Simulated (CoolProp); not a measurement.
Values from CoolProp's reference Helmholtz-energy equation of state, Leachman 2009.

For normal hydrogen, give the phase and the cv (kJ/(kg K)), conductivity (mW/(m K)), Prandtl number at 54.9 K and 0.101 MPa; 65.5 K and 0.101 MPa; 76.2 K and 0.101 MPa.


- 54.9 K and 0.101 MPa: gas; cv 6.24, conductivity 40.8, Prandtl number 0.666
- 65.5 K and 0.101 MPa: gas; cv 6.33, conductivity 47.3, Prandtl number 0.665
- 76.2 K and 0.101 MPa: gas; cv 6.49, conductivity 53.8, Prandtl number 0.667

Viscosity comes from a separate model (Muzny 2013). Thermal conductivity comes from a separate model (Assael 2011).
